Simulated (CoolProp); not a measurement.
Properties of neopentane at several states (Tc = 160.6 °C, pc = 3.196 MPa, ω = 0.196).

Computed with CoolProp (reference Helmholtz-energy equation of state, Lemmon 2006). It is a short technical equation, of lower accuracy than the large ones.

```csv
T (°C),p (MPa),phase,cp (kJ/(kg K)),cv (kJ/(kg K)),speed of sound (m/s),expansivity (1/kK),fugacity coefficient
128.75,1.71,gas,2.744,2.178,155.1,8.591,0.7712
29.75,0.0228,gas,1.708,1.588,192.2,3.386,0.9924
121.75,0.0302,gas,2.145,2.027,218.5,2.567,0.9957
44.25,0.0135,gas,1.777,1.660,197.1,3.191,0.9961
76.75,0.489,gas,2.058,1.862,185.6,4.239,0.8981
```
